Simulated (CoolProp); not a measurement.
Saturation properties of nitrous oxide (Tc = 309.5 K, pc = 7.245 MPa, ω = 0.161).

Model: reference Helmholtz-energy equation of state, Lemmon 2006, in CoolProp. It is a short technical equation, of lower accuracy than the large ones.

| T (K) | p (MPa) | liquid density (kg/m³) | enthalpy of vaporisation (kJ/kg) | liquid cp (kJ/(kg K)) | surface tension (mN/m) |
|---|---|---|---|---|---|
| 197.5 | 0.2060 | 1192 | 359.4 | 1.733 | 20.8 |
| 201.5 | 0.2516 | 1180 | 354.6 | 1.740 | 20.0 |
| 205.5 | 0.3047 | 1167 | 349.6 | 1.748 | 19.1 |
| 209.6 | (withheld) | 1154 | 344.4 | 1.757 | 18.2 |
| 213.6 | 0.4382 | (withheld) | 339.1 | 1.768 | 17.3 |
| 217.6 | 0.5184 | (withheld) | 333.7 | 1.780 | 16.4 |
| 221.6 | 0.6093 | (withheld) | 328.2 | 1.794 | 15.6 |
| 225.7 | 0.7143 | 1101 | 322.3 | (withheld) | 14.7 |

Q: Fill in the missing entries.

A: 
- 209.6, p (MPa): 0.3677
- 213.6, liquid density (kg/m³): 1141
- 217.6, liquid density (kg/m³): 1128
- 221.6, liquid density (kg/m³): 1115
- 225.7, liquid cp (kJ/(kg K)): 1.810

It boils at 184.7 K under 1 atm.

Surface tension comes from a separate correlation (Mulero 2012).
